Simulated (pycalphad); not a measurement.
# Phase fractions of Si-25.92C (wt.%)

Computed with pycalphad from the COST 507 light-alloy database (1999), at 1 atm. No gas phase is included, though pure Si would boil below 3027 °C. These are 1990s assessments: newer ones move some temperatures and phases. Amounts are mole fractions of atoms. Diffusion is slow at the low end, where real alloys seldom reach equilibrium.

| T (°C) | liquid | graphite | CSI | diamond (Si) |
|---|---|---|---|---|
| 3027 | 0.727 | 0.273 | - | - |
| 2927 | 0.694 | 0.306 | - | - |
| 2827 | 0.666 | 0.334 | - | - |
| 2727 | 0.130 | - | 0.870 | - |
| 2627 | 0.118 | - | 0.882 | - |
| 2527 | 0.111 | - | 0.889 | - |
| 2427 | 0.107 | - | 0.893 | - |
| 2327 | 0.104 | - | 0.896 | - |
| 2227 | 0.102 | - | 0.898 | - |
| 2127 | 0.101 | - | 0.899 | - |
| 2027 | 0.101 | - | 0.899 | - |
| 1927 | 0.100 | - | 0.900 | - |
| 1827 | 0.100 | - | 0.900 | - |
| 1727 | 0.100 | - | 0.900 | - |
| 1627 | 0.100 | - | 0.900 | - |
| 1527 | 0.100 | - | 0.900 | - |
| 1427 | 0.100 | - | 0.900 | - |
| 1327 | - | - | 0.900 | 0.100 |
| 1227 | - | - | 0.900 | 0.100 |
| 1127 | - | - | 0.900 | 0.100 |
| 1027 | - | - | 0.900 | 0.100 |
| 927 | - | - | 0.900 | 0.100 |
| 827 | - | - | 0.900 | 0.100 |
| 727 | - | - | 0.900 | 0.100 |
| 627 | - | - | 0.900 | 0.100 |
| 527 | - | - | 0.900 | 0.100 |
| 427 | - | - | 0.900 | 0.100 |
| 327 | - | - | 0.900 | 0.100 |
| 227 | - | - | 0.900 | 0.100 |

Database names, with the compositions (at.%) that they take in these runs: CSI: Si 50 C 50.
